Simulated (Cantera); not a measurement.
Feed: 1 mol SiH2Cl2, 0.02 mol C2H2, 370 mol H2, held at 47.3 Torr.

Method: chemical equilibrium by Gibbs-energy minimisation in Cantera with the NASA 1993 tables (ideal gas, pure condensed phases). Candidate condensed phases: C, C6H6, C7H8, C8H18, Si, SiC; 109 gas species. Mutual solubility and eutectic melting of coexisting phases are not modelled. The tables' values for SiCl are old estimates; treat these amounts as uncertain. Gases not in the tables: Si2H6 and higher silanes. Kinetics and transport are ignored.

**Question.** At 2025 K, list the 7 most abundant gas species with their mole fractions, and the condensed phases.

**Answer.** H2 0.986, H 0.00761, HCl 0.00516, Si 0.000924, SiH 0.000147, SiH2 0.000120, SiCl2 6.29e-5. Condensed: Si(l) + SiC(s).
